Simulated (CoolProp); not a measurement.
Vapour-liquid equilibrium of sulfur hexafluoride (1) + CH2F2 (R32) (2) at 10.65 °C; x and y are mole fractions of (1).

Model: multi-fluid Helmholtz-energy mixture model, Guder 2009 and Tillner-Roth 1997; pair parameters Bell 2016, in CoolProp.

| x | bubble pressure, mixture model (MPa) | bubble pressure, Raoult's law (MPa) | y, mixture model | y, Raoult's law |
|---|---|---|---|---|
| 0.05 | 1.436 | 1.155 | 0.209 | 0.072 |
| 0.125 | 1.745 | 1.195 | 0.357 | 0.174 |
| 0.2 | 1.931 | 1.235 | 0.431 | 0.269 |
| 0.275 | [?] | 1.275 | 0.476 | 0.358 |
| 0.35 | 2.113 | 1.315 | [?] | 0.442 |
| 0.425 | 2.159 | 1.355 | 0.535 | 0.521 |
| 0.5 | [?] | 1.395 | 0.561 | 0.596 |
| 0.575 | [?] | 1.435 | [?] | 0.666 |
| 0.65 | 2.201 | 1.475 | 0.625 | 0.732 |
| 0.725 | 2.174 | 1.515 | 0.666 | 0.795 |
| 0.8 | 2.113 | 1.555 | [?] | 0.855 |
| 0.875 | 2.005 | 1.595 | 0.791 | 0.912 |
| 0.95 | 1.829 | 1.635 | 0.896 | 0.965 |

Q: What belongs in the gaps?

A: 
- 0.275, bubble pressure, mixture model (MPa): 2.043
- 0.35, y, mixture model: 0.508
- 0.5, bubble pressure, mixture model (MPa): 2.189
- 0.575, bubble pressure, mixture model (MPa): 2.204
- 0.575, y, mixture model: 0.591
- 0.8, y, mixture model: 0.719

The largest gap from Raoult's law is +60.7 % in bubble pressure, at x = 0.35. y crosses x between x = 0.575 and 0.65: the model has an azeotrope there.

The pair parameters rest on a limited set of measurements; away from them the model extrapolates. With so large a gap from Raoult's law the liquid may split in two, which this calculation doesn't test in full.
